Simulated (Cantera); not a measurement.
Input (Python, Cantera):

```python
import numpy as np
import cantera as ct

gas = ct.Solution("gri30.yaml")
gas.TPX = 1500, 1000000, {'H2': 1, 'O2': 0.521, 'N2': 1.96, 'H2O': 0.53}
reactor = ct.IdealGasReactor(gas, energy="on", clone=False)
net = ct.ReactorNet([reactor])
net.rtol, net.atol = 1e-08, 1e-16
show = ['H2', 'O2', 'H2O', 'O', 'N2O', 'H2O2', 'H']
times = np.geomspace(8e-06, 0.2, 13)

steps = ct.SolutionArray(gas, extra=["t"])
rows = []
print(f"{'t/s':>10s}{'T/K':>9s}{'P/Pa':>11s}" + "".join(f"{s:>11s}" for s in show))
for t in times:
    while net.time < t:
        t_next = net.step()
        steps.append(gas.state, t=t_next)
    rows.append([np.interp(t, steps.t, y) for y in (steps.T, steps.P, *steps(*show).X.T)])
    print(f"{t:10.3e}{rows[-1][0]:9.1f}{rows[-1][1]:11.4g}" + "".join(f"{x:11.3e}" for x in rows[-1][2:]))
rate = np.gradient(steps.T, steps.t)
print("integrator steps:", len(steps.t))
if steps.T.max() > steps.T[0] + 200:
    print(f"time of steepest temperature rise: {steps.t[rate.argmax()]:.4e} s")
gas.TPX = 1500, 1000000, {'H2': 1, 'O2': 0.521, 'N2': 1.96, 'H2O': 0.53}
gas.equilibrate("UV")
print(f"equilibrium (UV): T = {gas.T:.1f} K  " + "  ".join(f"{s} {gas[s].X[0]:.3e}" for s in show))
```

It prints:

```
       t/s      T/K       P/Pa         H2         O2        H2O          O        N2O       H2O2          H
 8.000e-06   3016.8  1.816e+06  3.350e-02  1.548e-02  3.719e-01  3.521e-03  1.716e-06  3.503e-06  7.194e-03
 1.860e-05   3014.2  1.814e+06  3.371e-02  1.502e-02  3.719e-01  3.441e-03  1.708e-06  3.437e-06  7.164e-03
 4.326e-05   3009.2  1.811e+06  3.415e-02  1.417e-02  3.718e-01  3.287e-03  1.732e-06  3.309e-06  7.106e-03
 1.006e-04   3002.6  1.807e+06  3.475e-02  1.311e-02  3.717e-01  3.094e-03  1.836e-06  3.146e-06  7.031e-03
 2.339e-04   2999.4  1.805e+06  3.504e-02  1.262e-02  3.717e-01  3.005e-03  1.912e-06  3.070e-06  6.995e-03
 5.440e-04   2999.1  1.805e+06  3.507e-02  1.259e-02  3.717e-01  2.998e-03  1.918e-06  3.065e-06  6.992e-03
 1.265e-03   2999.1  1.805e+06  3.507e-02  1.259e-02  3.717e-01  2.998e-03  1.918e-06  3.065e-06  6.992e-03
 2.941e-03   2999.1  1.805e+06  3.507e-02  1.259e-02  3.717e-01  2.998e-03  1.918e-06  3.065e-06  6.992e-03
 6.840e-03   2999.1  1.805e+06  3.507e-02  1.259e-02  3.717e-01  2.998e-03  1.918e-06  3.065e-06  6.992e-03
 1.591e-02   2999.1  1.805e+06  3.507e-02  1.259e-02  3.717e-01  2.998e-03  1.918e-06  3.065e-06  6.992e-03
 3.699e-02   2999.1  1.805e+06  3.507e-02  1.259e-02  3.717e-01  2.998e-03  1.918e-06  3.065e-06  6.992e-03
 8.601e-02   2999.1  1.805e+06  3.507e-02  1.259e-02  3.717e-01  2.998e-03  1.918e-06  3.065e-06  6.992e-03
 2.000e-01   2999.1  1.805e+06  3.507e-02  1.259e-02  3.717e-01  2.998e-03  1.918e-06  3.065e-06  6.992e-03
integrator steps: 1239
time of steepest temperature rise: 2.2832e-06 s
equilibrium (UV): T = 2999.1 K  H2 3.507e-02  O2 1.259e-02  H2O 3.717e-01  O 2.998e-03  N2O 1.918e-06  H2O2 3.065e-06  H 6.992e-03
```

Model: GRI-Mech 3.0 (53 species, 325 reactions), integrated in Cantera. The hydrogen kinetics of GRI-Mech 3.0 are dated; newer H2 mechanisms differ, most at raised pressure. Above 3000 K some thermodynamic fits are extrapolated.
